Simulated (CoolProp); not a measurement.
m-xylene at 510.78 K and 0.201 MPa is throttled through a valve to 0.0481 MPa with no heat exchange. Each further row changes one setting.

Computed with CoolProp (reference Helmholtz-energy equation of state, Zhou 2012).

```tsv
case	temperature change (K)	final density (kg/m³)
as stated	-2.1	1.22
outlet pressure 0.0144 MPa	-2.6	0.363
outlet pressure 0.0625 MPa	-1.9	1.59
```
